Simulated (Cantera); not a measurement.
A perfectly stirred reactor is fed with C2H6 : H2 = 1 : 27 (molar parts), at 0.120 Torr; it is held at 1700 K, and followed from long to short residence time.

Computed with Cantera and GRI-Mech 3.0 (53 species, 325 reactions). GRI-Mech 3.0 stops at C3 and has no aromatics, soot or wall deposition, so with more carbon than oxygen in the feed, carbon stays in small species such as C2H2 where larger ones or solid carbon would form. Radical loss at walls, strong at low pressure, is not modelled.

What does this change do: pressure from 0.120 Torr to 10.00 Torr?


| quantity | before | after |
|---|---|---|
| x(C2H6) at τ = 0.610 s | 0.000466 | 1.73e-5 |
| x(H2) at τ = 0.610 s | 0.939 | 0.955 |
| x(C2H) at τ = 0.610 s | 3.41e-7 | 2.51e-7 |
| x(C2H2) at τ = 0.610 s | 0.0116 | 0.0245 |
| x(CH4) at τ = 0.610 s | 0.0381 | 0.0178 |
| x(C2H6) at τ = 6.30 ms | 0.0240 | 0.000933 |
| x(H2) at τ = 6.30 ms | 0.955 | 0.941 |
| x(C2H) at τ = 6.30 ms | 1.69e-9 | 2.01e-7 |
| x(C2H2) at τ = 6.30 ms | 0.000120 | 0.0106 |
| x(CH4) at τ = 6.30 ms | 0.00892 | 0.0385 |

What does this change do: H2 27 to 20 parts?


```
quantity                  before     after
----------------------  --------  --------
x(C2H6) at τ = 0.610 s  0.000466  0.000609
x(H2) at τ = 0.610 s       0.939     0.922
x(C2H) at τ = 0.610 s    3.41e-7   4.99e-7
x(C2H2) at τ = 0.610 s    0.0116    0.0164
x(CH4) at τ = 0.610 s     0.0381    0.0480
x(C2H6) at τ = 6.30 ms    0.0240    0.0313
x(H2) at τ = 6.30 ms       0.955     0.940
x(C2H) at τ = 6.30 ms    1.69e-9   2.81e-9
x(C2H2) at τ = 6.30 ms  0.000120  0.000182
x(CH4) at τ = 6.30 ms    0.00892    0.0121
```
